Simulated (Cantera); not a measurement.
# Catalytic combustion on Pt

An isothermal plug-flow reactor at 1200 K and 3.40 bar (inlet), inlet velocity 0.25 m/s, active area per volume 560 1/m; feed CH4 : O2 : N2 = 0.0063 : 0.17 : 0.79 (molar parts).

Cantera simulation using Deutschmann's 1995 Pt surface mechanism with GRI-Mech 3.0 gas chemistry; the numbers are that mechanism's predictions, not measurements. Catalytic surfaces can have several steady states; this one follows from the mechanism file's or the stated starting coverage. Mass transfer to the wall is taken as infinitely fast.

| z (m) | x CH4 | x O2 | x H2O | x CO2 | x CO | θ free Pt | θ O* | θ OH* |
|---|---|---|---|---|---|---|---|---|
| 0.0003 | 0.00568 | 0.174 | 0.00164 | 0.000803 | 5.76e-6 | 0.299 | 0.700 | 0.000883 |
| 0.00064 | 0.00478 | 0.173 | 0.00331 | 0.00160 | 5.79e-6 | 0.300 | 0.699 | 0.00123 |
| 0.0014 | 0.00275 | 0.169 | 0.00702 | 0.00331 | 2.06e-5 | 0.301 | 0.698 | 0.00177 |
| 0.003 | 0.000712 | 0.165 | 0.0113 | 0.00554 | 5.01e-6 | 0.301 | 0.696 | 0.00225 |
| 0.0064 | 6.79e-5 | 0.163 | 0.0128 | 0.00635 | 6.00e-7 | 0.302 | 0.696 | 0.00239 |
| 0.014 | 3.85e-7 | 0.163 | 0.0130 | 0.00649 | 4.97e-8 | 0.302 | 0.696 | 0.00241 |
| 0.03 | 2.00e-10 | 0.163 | 0.0130 | 0.00651 | 3.92e-9 | 0.302 | 0.696 | 0.00241 |
x: gas mole fraction; θ: surface coverage.
